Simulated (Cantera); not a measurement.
**Hydrocarbon pyrolysis for carbon deposition**

An isothermal, constant-pressure homogeneous reactor starts with C2H6 : N2 = 1 : 170 (molar parts), at 1100 K and 37000 Pa.

Computed with Cantera and GRI-Mech 3.0 (53 species, 325 reactions). GRI-Mech 3.0 stops at C3 and has no aromatics, soot or wall deposition, so with more carbon than oxygen in the feed, carbon stays in small species such as C2H2 where larger ones or solid carbon would form.

```json
[
 {"t (s)": "0.000400", "x C2H6": "0.00585", "x CH3": "1.44e-7", "x CH2": "<1e-12", "x C2H2": "<1e-12", "x CH4": "6.98e-9", "x HCN": "<1e-12", "x H": "1.47e-9"},
 {"t (s)": "0.000815", "x C2H6": "0.00585", "x CH3": "2.78e-7", "x CH2": "<1e-12", "x C2H2": "<1e-12", "x CH4": "2.80e-8", "x HCN": "<1e-12", "x H": "6.06e-9"},
 {"t (s)": "0.00166", "x C2H6": "0.00585", "x CH3": "5.10e-7", "x CH2": "1.46e-12", "x C2H2": "5.59e-12", "x CH4": "1.09e-7", "x HCN": "<1e-12", "x H": "2.35e-8"},
 {"t (s)": "0.00338", "x C2H6": "0.00584", "x CH3": "8.62e-7", "x CH2": "7.43e-12", "x C2H2": "2.79e-10", "x CH4": "3.97e-7", "x HCN": "<1e-12", "x H": "7.81e-8"},
 {"t (s)": "0.00688", "x C2H6": "0.00582", "x CH3": "1.41e-6", "x CH2": "2.66e-11", "x C2H2": "8.86e-9", "x CH4": "1.37e-6", "x HCN": "1.57e-12", "x H": "1.76e-7"},
 {"t (s)": "0.0140", "x C2H6": "0.00573", "x CH3": "2.07e-6", "x CH2": "5.53e-11", "x C2H2": "1.30e-7", "x CH4": "4.58e-6", "x HCN": "8.56e-12", "x H": "2.45e-7"},
 {"t (s)": "0.0285", "x C2H6": "0.00553", "x CH3": "2.24e-6", "x CH2": "6.48e-11", "x C2H2": "1.00e-6", "x CH4": "1.29e-5", "x HCN": "1.82e-11", "x H": "2.69e-7"},
 {"t (s)": "0.0581", "x C2H6": "0.00513", "x CH3": "2.14e-6", "x CH2": "6.27e-11", "x C2H2": "5.46e-6", "x CH4": "3.07e-5", "x HCN": "2.69e-11", "x H": "2.83e-7"},
 {"t (s)": "0.118", "x C2H6": "0.00435", "x CH3": "1.92e-6", "x CH2": "5.68e-11", "x C2H2": "2.54e-5", "x CH4": "6.76e-5", "x HCN": "3.48e-11", "x H": "3.06e-7"},
 {"t (s)": "0.241", "x C2H6": "0.00301", "x CH3": "1.52e-6", "x CH2": "4.44e-11", "x C2H2": "0.000106", "x CH4": "0.000140", "x HCN": "4.23e-11", "x H": "3.41e-7"},
 {"t (s)": "0.491", "x C2H6": "0.00135", "x CH3": "9.02e-7", "x CH2": "2.33e-11", "x C2H2": "0.000376", "x CH4": "0.000252", "x HCN": "4.82e-11", "x H": "3.54e-7"},
 {"t (s)": "1.00", "x C2H6": "0.000334", "x CH3": "3.72e-7", "x CH2": "6.02e-12", "x C2H2": "0.000925", "x CH4": "0.000343", "x HCN": "5.09e-11", "x H": "2.56e-7"}
]
```
x: mole fraction; the columns are a selection and need not sum to one.

Equilibrium at this temperature and pressure: C2H6 2.27e-7, CH3 1.88e-8, CH2 <1e-12, C2H2 0.000665, CH4 0.00217, HCN 0.00782, H 3.87e-9 (gas phase only).
